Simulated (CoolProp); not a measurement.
Values from CoolProp's reference Helmholtz-energy equation of state, Lemmon 2006. It is a short technical equation, of lower accuracy than the large ones.

**Question.** Give the vapour pressure (MPa), enthalpy of vaporisation (kJ/kg), liquid conductivity (mW/(m K)) of saturated C2F6 (R116) at 240.3 K.

**Answer.** 
| T (K) | p (MPa) | enthalpy of vaporisation (kJ/kg) | liquid conductivity (mW/(m K)) |
|---|---|---|---|
| 240.3 | 0.694 | 93.0 | 58.2 |

Thermal conductivity comes from a separate model (Huber 2003), an estimate that may be off by 10 % or more.
